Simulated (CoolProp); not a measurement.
Properties of ethylene along the isobar 0.101 MPa (Tc = 9.2 °C, pc = 5.042 MPa, ω = 0.087).

Model: reference Helmholtz-energy equation of state, Smukala 2000, in CoolProp.

| T (°C) | phase | density (kg/m³) | isothermal compressibility (1/MPa) | fugacity coefficient |
|---|---|---|---|---|
| -44.85 | gas | 1.512 | 10.03 | 0.9872 |
| -22.65 | gas | 1.374 | 10.000 | 0.9903 |
| -0.45 | gas | 1.259 | 9.977 | 0.9925 |
| 21.65 | gas | 1.163 | 9.960 | 0.9941 |
| 43.85 | gas | 1.080 | 9.948 | 0.9953 |
| 66.05 | gas | 1.008 | 9.939 | 0.9962 |
| 88.15 | gas | 0.9461 | 9.932 | 0.9969 |
| 110.35 | gas | 0.8908 | 9.926 | 0.9975 |
| 132.55 | gas | 0.8417 | 9.921 | 0.9979 |
| 154.65 | gas | 0.7979 | 9.918 | 0.9983 |
| 176.85 | gas | 0.7583 | 9.915 | 0.9986 |
